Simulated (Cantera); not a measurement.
An adiabatic, constant-pressure homogeneous reactor starts with CH4 : O2 : N2 = 1 : 2.33 : 8.74 (molar parts), equivalence ratio 0.86, at 950 K and 1.20 bar.

Model: GRI-Mech 3.0 (53 species, 325 reactions), integrated in Cantera. Below about 1000 K GRI-Mech 3.0 lacks low-temperature oxidation paths.

**Question.** Predict: time of steepest temperature rise; temperature at 3.00 s; equilibrium temperature; x(O2) at 3.00 s; x(NO) at 3.00 s; x(H) at 3.00 s; x(H2) at 3.00 s; x(HO2) at 3.00 s.

**Answer.** 
```
Property                                                            Result
---------------------------------  ---------------------------------------
time of steepest temperature rise                                   2.08 s
temperature at 3.00 s                                               2454 K
equilibrium temperature                                             2454 K
x(O2) at 3.00 s                      0.0281 (gas-phase equilibrium 0.0281)
x(NO) at 3.00 s                    0.00738 (gas-phase equilibrium 0.00738)
x(H) at 3.00 s                     0.00119 (gas-phase equilibrium 0.00119)
x(H2) at 3.00 s                    0.00401 (gas-phase equilibrium 0.00401)
x(HO2) at 3.00 s                   3.64e-6 (gas-phase equilibrium 3.64e-6)
```
